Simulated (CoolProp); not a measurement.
A single-stage vapour-compression cycle with R22: evaporating at 266.15 K (dew point), condensing at 294.15 K (bubble point), superheat 2 K, subcooling 2 K, compressor efficiency 0.85, no pressure losses. Each further row changes one setting.

Values from CoolProp's reference Helmholtz-energy equation of state, Kamei 1995.

```csv
case,cooling COP,pressure ratio,discharge temperature (K),refrigerating effect (kJ/kg),volumetric capacity (kJ/m³)
as stated,?,2.38,315.0,181,3030
evaporating temperature 271.15 K,?,?,311.2,?,3610
condensing temperature 289.15 K,8.95,2.06,?,187,3140
subcooling 7 K,?,2.38,315.0,187,3140
superheat 12 K,7.10,2.38,325.6,188,?
compressor efficiency 0.75,6.34,2.38,?,181,3030
```

**Question.** Complete the blanks.

**Answer.** 
- as stated, cooling COP: 7.18
- evaporating temperature 271.15 K, cooling COP: 9.07
- evaporating temperature 271.15 K, pressure ratio: 2.01
- evaporating temperature 271.15 K, refrigerating effect (kJ/kg): 183
- condensing temperature 289.15 K, discharge temperature (K): 307.1
- subcooling 7 K, cooling COP: 7.43
- superheat 12 K, volumetric capacity (kJ/m³): 3000
- compressor efficiency 0.75, discharge temperature (K): 319.3
